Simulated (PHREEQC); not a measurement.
Make-up at 25 °C: 0.057 mol/kgw HF and 0.0036 mol/kgw NaF. Closed to the air; pH follows from the charge balance.

The numbers come from PHREEQC with the ion-association model, phreeqc.dat.

No solid was allowed to form.

Task: Predict the pH.

Result: pH 2.31.

Task: In which forms is F present?

Result: HF 83 %, F- 12 %, HF2- 4.8 % of the F.

Species that the database lacks are ignored.
